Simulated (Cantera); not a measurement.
Source: NASA polynomial tables (part measured, part estimated), evaluated in Cantera. Values are per mole of reaction as written; species without (g) are pure solids or liquids, kept so even where they would boil at 1 bar.

0.6667 Cr + O2(g) ⇌ 0.6667 CrO3(g)

| T (K) | ΔH° (kJ) | ΔS° (J/K) | ΔG° (kJ) | log10 K |
|---|---|---|---|---|
| 300 | … | … | … | … |
| 523 | -196.3 | -46.1 | -172.2 | 17.19 |
| 623 | -196.5 | -46.5 | -167.5 | 14.05 |
| 723 | -196.7 | -46.8 | -162.9 | 11.77 |
| 823 | -196.9 | -47.1 | -158.2 | 10.04 |
| 923 | -197.2 | -47.4 | -153.4 | 8.68 |
| 1023 | … | … | … | … |
| 1123 | -198.0 | -48.1 | -143.9 | 6.69 |
| 1223 | … | … | … | … |
| 1323 | … | … | … | … |

Question: Complete the blanks.

Answer: 
- 300, ΔH° (kJ): -195.3
- 300, ΔS° (J/K): -43.5
- 300, ΔG° (kJ): -182.2
- 300, log10 K: 31.73
- 1023, ΔH° (kJ): -197.5
- 1023, ΔS° (J/K): -47.7
- 1023, ΔG° (kJ): -148.7
- 1023, log10 K: 7.59
- 1223, ΔH° (kJ): -198.5
- 1223, ΔS° (J/K): -48.6
- 1223, ΔG° (kJ): -139.1
- 1223, log10 K: 5.94
- 1323, ΔH° (kJ): -199.2
- 1323, ΔS° (J/K): -49.1
- 1323, ΔG° (kJ): -134.2
- 1323, log10 K: 5.30
